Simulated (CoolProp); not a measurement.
A single-stage vapour-compression cycle with vinyl chloride: evaporating at 289.15 K (dew point), condensing at 320.15 K (bubble point), superheat 8 K, subcooling 2 K, compressor efficiency 0.85, no pressure losses. Each further row changes one setting.

Model: reference Helmholtz-energy equation of state, Thol 2022, in CoolProp.

```tsv
case	cooling COP	pressure ratio	discharge temperature (K)	refrigerating effect (kJ/kg)	volumetric capacity (kJ/m³)
as stated	[?]	2.42	348.4	293	2350
evaporating temperature 294.15 K	8.78	2.07	344.6	296	2750
condensing temperature 315.15 K	8.65	[?]	340.7	301	2410
subcooling 7 K	7.32	2.42	348.4	301	2410
superheat 18 K	7.07	2.42	358.8	302	[?]
compressor efficiency 0.75	6.29	2.42	[?]	293	2350
```

### Question
Some entries are withheld; supply them.

### Answer

- as stated, cooling COP: 7.13
- condensing temperature 315.15 K, pressure ratio: 2.13
- superheat 18 K, volumetric capacity (kJ/m³): 2330
- compressor efficiency 0.75, discharge temperature (K): 353.7
